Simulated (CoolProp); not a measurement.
A single-stage vapour-compression cycle with cyclopentane: evaporating at 279.15 K (dew point), condensing at 304.15 K (bubble point), superheat 0 K, subcooling 5 K, compressor efficiency 0.85, no pressure losses. Each further row changes one setting.

The numbers come from the reference Helmholtz-energy equation of state, Gedanitz 2015 in CoolProp.

```tsv
case	cooling COP	pressure ratio	discharge temperature (K)	refrigerating effect (kJ/kg)	volumetric capacity (kJ/m³)
as stated	9.12	2.83	315.7	384	221
evaporating temperature 284.15 K	11.8	2.26	312.9	389	277
condensing temperature 299.15 K	11.6	2.33	309.0	393	227
subcooling 10 K	9.34	2.83	315.7	393	227
superheat 10 K	9.07	2.83	325.4	395	220
compressor efficiency 0.75	8.05	2.83	320.0	384	221
```
